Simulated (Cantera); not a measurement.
Input: 1 mol CH3SiCl3, 1 mol HCl, 70 mol H2, equilibrated at 2152 °C and 13.3 mbar.

Method: chemical equilibrium by Gibbs-energy minimisation in Cantera with the NASA 1993 tables (ideal gas, pure condensed phases). Candidate condensed phases: C, C6H6, C7H8, C8H18, Si, SiC; 109 gas species. The feed counts by its element totals alone. The tables' values for SiCl are old estimates; treat these amounts as uncertain. Gases not in the tables: Si2H6 and higher silanes. Equilibrium is a limit: real reactors are often held back by kinetics, nucleation or transport.

Question: What is the equilibrium state?

Answer: 
- x(H2): 0.796
- x(H): 0.138
- x(HCl): 0.0435
- x(Si): 0.00964
- x(Cl): 0.00538
- x(C2H2 (acetylene)): 0.00453
- x(SiC2): 0.00146
- x(SiCl): 0.000297
- x(SiH): 0.000295
- gas amount: 80.74 mol
- log10 activity of C(graphite) (absent): -0.07
- log10 activity of Si(l) (absent): -1.32
